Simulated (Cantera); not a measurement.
A Cantera script and its output.

```python
import numpy as np
import cantera as ct

surf = ct.Interface("diamond.yaml", "diamond_100")
gas, bulk = surf.adjacent["gas"], surf.adjacent["diamond"]
k = surf.kinetics_species_index(bulk.species_names[0])
cover = ["c6HH", "c6H*", "c6*H", "c6**", "c6HM", "c6B"]

rows, drift = [], 0.0
print(f"{'P':>10s}{'um/h':>11s}" + "".join(f"{s:>11s}" for s in cover))
for v in [1400, 2000, 3000, 4300, 6300, 9200, 13000, 20000]:
    T, P, xH, xCH3 = 1175, v, 0.0015, 1.7e-05
    gas.TPX = T, P, {"H": xH, "CH3": xCH3, "CH4": 0.0033, "H2": 1 - xH - xCH3 - 0.0033}
    surf.TP = bulk.TP = T, P
    surf.coverages = "c6H*:0.1, c6HH:0.9"
    surf.advance_coverages(100.0)
    before = surf.coverages
    surf.advance_coverages(100.0)
    drift = max(drift, np.max(np.abs(surf.coverages - before) / (surf.coverages + 1e-9)))
    rate = surf.net_production_rates[k] * bulk.mean_molecular_weight / bulk.density * 3.6e9
    rows.append([rate, *surf[cover].coverages])
    print(f"{v:10.4g}{rate:11.4e}" + "".join(f"{x:11.3e}" for x in rows[-1][1:]))
```

Output:

```
         P       um/h       c6HH       c6H*       c6*H       c6**       c6HM        c6B
      1400 2.2603e-02  4.693e-01  3.510e-02  4.724e-01  2.290e-02  1.423e-04  6.133e-11
      2000 3.8114e-02  4.692e-01  3.510e-02  4.723e-01  2.290e-02  1.994e-04  1.034e-10
      3000 7.0887e-02  4.692e-01  3.510e-02  4.723e-01  2.289e-02  2.895e-04  1.924e-10
      4300 1.2525e-01  4.691e-01  3.510e-02  4.722e-01  2.289e-02  3.982e-04  3.399e-10
      6300 2.3153e-01  4.690e-01  3.509e-02  4.720e-01  2.288e-02  5.492e-04  6.283e-10
      9200 4.2615e-01  4.689e-01  3.509e-02  4.719e-01  2.288e-02  7.388e-04  1.156e-09
   1.3e+04 7.3818e-01  4.687e-01  3.509e-02  4.717e-01  2.287e-02  9.462e-04  2.003e-09
     2e+04 1.4335e+00  4.685e-01  3.510e-02  4.714e-01  2.287e-02  1.241e-03  3.890e-09
```

Computed with Cantera and the Harris–Goodwin 1993 mechanism for the reconstructed diamond (100) surface.
